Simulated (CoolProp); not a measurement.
Ethylbenzene along the isobar 148 bar: fugacity coefficient from the reference equation and from simpler models built on Tc = 617.1 K, pc = 36.22 bar, ω = 0.304; each cubic takes its own stable root.

Model: reference Helmholtz-energy equation of state, Zhou 2012, in CoolProp.

```csv
T (K),phase,reference,Redlich-Kwong,Soave-Redlich-Kwong,Peng-Robinson
237.8,liquid,2.219e-6,1.773e-5,2.593e-6,2.922e-6
264.2,liquid,2.030e-5,0.0001231,2.263e-5,2.401e-5
290.7,liquid,0.0001170,0.0005516,0.0001271,0.0001292
317.1,liquid,0.0004749,0.001792,0.0005101,0.0005023
343.5,liquid,0.001490,0.004622,0.001595,0.001535
369.9,liquid,0.003832,0.01001,0.004110,0.003889
396.4,liquid,0.008464,0.01902,0.009118,0.008524
422.8,liquid,0.01646,0.03243,0.01784,0.01653
449.2,liquid,0.02897,0.05088,0.03159,0.02911
475.6,liquid,0.04697,0.07461,0.05153,0.04730
502.1,liquid,0.07126,0.1037,0.07860,0.07198
528.5,liquid,0.1019,0.1374,0.1130,0.1033
```
